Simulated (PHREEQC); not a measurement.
# Brackish or sea water

Synthetic water in mg/kgw, 30 °C, pH 6.89:

| constituent | mg/kgw |
|---|---|
| Na | 12100 |
| K | 53.9 |
| Ca | 296 |
| Mg | 1520 |
| Cl | 21900 |
| S(6) as SO4 | 2550 |
| Alkalinity as HCO3 | 2.56 |
| Br | 187 |

Cl is adjusted to close the charge balance.
Valence states are taken as typed.

All values are PHREEQC results (Pitzer model, pitzer.dat), not measurements.

This is a speciation only: nothing precipitates in the calculation.

Predict the activity of water.

activity of water 0.980.

In which forms is C present?

HCO3- 87 %, CO2 12 % of the C.

Species that the database lacks are ignored.
